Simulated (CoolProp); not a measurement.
Vapour-liquid equilibrium of carbon dioxide (1) + carbonyl sulfide (2) at 0.673 MPa; x and y are mole fractions of (1).

Computed with CoolProp (multi-fluid Helmholtz-energy mixture model, Span 1996 and Lemmon 2006; pair parameters Bell 2016).

```csv
x,"bubble temperature, mixture model (°C)","bubble temperature, Raoult's law (°C)","y, mixture model","y, Raoult's law"
0.05,-9.3,-5.5,0.287,0.223
0.2,-27.4,-19.7,0.654,0.590
0.35,-35.9,-29.2,(withheld),0.764
0.5,(withheld),-36.0,0.846,0.861
0.65,(withheld),-41.4,0.892,0.922
0.8,-47.0,-45.7,(withheld),0.963
0.95,(withheld),-49.3,(withheld),0.992
```

Some entries are withheld; supply them.


- 0.35, y, mixture model: 0.781
- 0.5, bubble temperature, mixture model (°C): -40.8
- 0.65, bubble temperature, mixture model (°C): -44.2
- 0.8, y, mixture model: 0.933
- 0.95, bubble temperature, mixture model (°C): -49.5
- 0.95, y, mixture model: 0.981

The largest gap from Raoult's law is -7.7 K in bubble temperature, at x = 0.2. No azeotrope shows between x = 0.05 and 0.95.

Pair parameters are fitted to limited data, so mixtures are less certain than the pure fluids.
